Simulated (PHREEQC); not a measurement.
Consider water at 25 °C with 0.23 mol H2SO4, 0.0022 mol FeCl3, 5.4e-05 mol MnSO4 and 0.0056 mol (NH4)2SO4 per kg of water. It is in equilibrium with CO2 at log p = 0 (atm). Otherwise closed; pH follows from the charge balance.

All values are PHREEQC results (ion-association model, phreeqc.dat), not measurements.

Precipitation was switched off in this run.

Task: What pH, activity of water does the model give?

Result: pH 0.70; activity of water 0.991.

Task: In which forms is Fe present?

Result: FeHSO4+2 52 %, FeSO4+ 39 %, Fe(SO4)2- 6.3 %, Fe+3 3.0 % of the Fe.

Carbamate, which ammonia and carbonate form, is missing from the database.
